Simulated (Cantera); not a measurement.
Input: 1 mol Ti, a varied amount of O2, 140 mol H2, held at 2075 K and 80.0 Pa.

Cantera equilibrium calculation (NASA polynomials, part measured and part estimated; ideal gas, pure solids and liquids). Candidate condensed phases: H2O, Ti, TiO, TiO2, Ti2O3, Ti3O5, Ti4O7; 12 gas species. Condensed phases not in the tables: Magnéli phases beyond Ti4O7. Equilibrium is a limit: real reactors are often held back by kinetics, nucleation or transport.

x: gas mole fraction; n: condensed amount in mol.

| n(O2) (mol) | x H2 | x H | x H2O | x TiO | x OH | x TiO2 | n Ti2O3(s) | n Ti3O5(l) | n Ti4O7(l) |
|---|---|---|---|---|---|---|---|---|---|
| 0.77 | 0.907 | 0.0897 | 0.00114 | 0.00176 | 1.28e-5 | 0.000129 | 0.358 | 0 | 0 |
| 0.93 | 0.906 | 0.0896 | 0.00288 | 0.00111 | 3.26e-5 | 0.000206 | 0.403 | 0 | 0 |
| 1.1 | 0.905 | 0.0896 | 0.00410 | 0.000881 | 4.64e-5 | 0.000234 | 0 | 0.279 | 0 |
| 1.3 | 0.903 | 0.0895 | 0.00662 | 0.000639 | 7.49e-5 | 0.000274 | 0 | 0.289 | 0 |
| 1.6 | 0.899 | 0.0893 | 0.0105 | 0.000468 | 0.000119 | 0.000321 | 0 | 0.295 | 0 |
| 1.9 | 0.895 | 0.0891 | 0.0145 | 0.000377 | 0.000165 | 0.000357 | 0 | 0.297 | 0 |
| 2.3 | 0.890 | 0.0889 | 0.0198 | 0.000305 | 0.000226 | 0.000397 | 0 | 0.299 | 0 |
| 2.8 | 0.884 | 0.0886 | 0.0260 | 0.000251 | 0.000297 | 0.000432 | 0 | 0 | 0.225 |
| 3.4 | 0.877 | 0.0882 | [?] | [?] | [?] | 0.000463 | 0 | 0 | 0.226 |
| 4 | 0.869 | 0.0878 | 0.0421 | 0.000173 | 0.000486 | 0.000490 | 0 | 0 | 0.226 |
| 4.9 | 0.857 | 0.0872 | [?] | [?] | [?] | 0.000524 | 0 | 0 | 0.226 |
| 5.8 | 0.846 | 0.0866 | 0.0663 | 0.000120 | 0.000776 | 0.000552 | 0 | 0 | 0.225 |
| 7 | 0.830 | 0.0858 | 0.0825 | 0.000101 | 0.000973 | 0.000586 | 0 | 0 | 0.225 |

Q: Fill in the missing entries.

A: 
- 4.9, x H2O: 0.0542
- 4.9, x TiO: 0.000141
- 4.9, x OH: 0.000630
- 3.4, x H2O: 0.0341
- 3.4, x TiO: 0.000204
- 3.4, x OH: 0.000391
